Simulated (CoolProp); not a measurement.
Saturation properties of propane.

Values from CoolProp's reference Helmholtz-energy equation of state, Lemmon 2009.

```
T (°C)   p (kPa)  vapour density (kg/m³)  liquid viscosity (µPa s)
-------  -------  ----------------------  ------------------------
-100.35    2.814                       …                       428
-93.35     4.989                  0.1478                       383
-86.35     8.424                  0.2406                       346
-79.35     13.62                  0.3760                       313
-72.35     21.20                       …                         …
-65.35     31.90                  0.8275                       260
-58.35     46.55                       …                       239
-51.35     66.14                   1.626                       219
-44.45         …                   2.193                         …
-37.45     123.9                   2.913                       187
-30.45         …                   3.803                       173
-23.45     215.6                   4.889                       161
-16.45     277.3                   6.199                       149
```

Question: What belongs in the gaps?

Answer: 
- -100.35, vapour density (kg/m³): 0.08659
- -72.35, vapour density (kg/m³): 0.5668
- -72.35, liquid viscosity (µPa s): 285
- -58.35, vapour density (kg/m³): 1.175
- -44.45, p (kPa): 91.30
- -44.45, liquid viscosity (µPa s): 203
- -30.45, p (kPa): 164.9

It boils at -42.1 °C under 1 atm.

Viscosity comes from a separate model (Vogel 1998).
